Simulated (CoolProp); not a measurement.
Vapour-liquid equilibrium of R125 (1) + R1234yf (2) at 0.00401 MPa; x and y are mole fractions of (1).

Values from CoolProp's multi-fluid Helmholtz-energy mixture model, Lemmon 2005 and Lemmon 2022; pair parameters Bell 2023.

```csv
x,bubble temperature (K),y at the bubble point,dew temperature at overall composition x (K),liquid density (mol/L)
0.05,188.1,0.137,188.8,12.41
0.125,186.5,0.301,188.2,12.53
0.2,185.1,0.430,187.5,12.64
0.275,183.8,0.535,186.7,12.76
0.35,182.7,0.620,186.0,12.88
0.425,181.7,0.692,185.1,12.99
0.5,180.8,0.752,184.3,13.11
0.575,179.9,0.805,183.3,13.23
0.65,179.1,0.850,182.3,13.36
0.725,178.4,0.889,181.2,13.49
0.8,177.7,0.924,180.0,13.62
0.875,177.1,0.955,178.7,13.75
0.95,176.4,0.983,177.2,13.89
```

No azeotrope shows between x = 0.05 and 0.95.

Pair parameters are fitted to limited data, so mixtures are less certain than the pure fluids.
